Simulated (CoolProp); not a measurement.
Vapour-liquid equilibrium of R152A (1) + isobutene (2) at 316.9 K; x and y are mole fractions of (1).

The numbers come from the multi-fluid Helmholtz-energy mixture model, Outcalt 1996 and Lemmon 2005; pair parameters Bell 2016 in CoolProp.

```csv
x,"bubble pressure, mixture model (bar)","bubble pressure, Raoult's law (bar)","y, mixture model","y, Raoult's law"
0.05,5.907,5.432,0.147,0.092
0.2,7.515,6.159,0.395,0.326
0.35,8.568,6.886,0.531,0.510
0.5,9.289,7.613,0.630,0.659
0.65,9.786,8.341,0.720,0.782
0.8,10.08,9.068,0.819,0.886
0.95,10.11,9.795,0.946,0.974
```

The largest gap from Raoult's law is +24.4 % in bubble pressure, at x = 0.35. y crosses x between x = 0.8 and 0.95: the model has an azeotrope there.

The pair parameters rest on a limited set of measurements; away from them the model extrapolates.
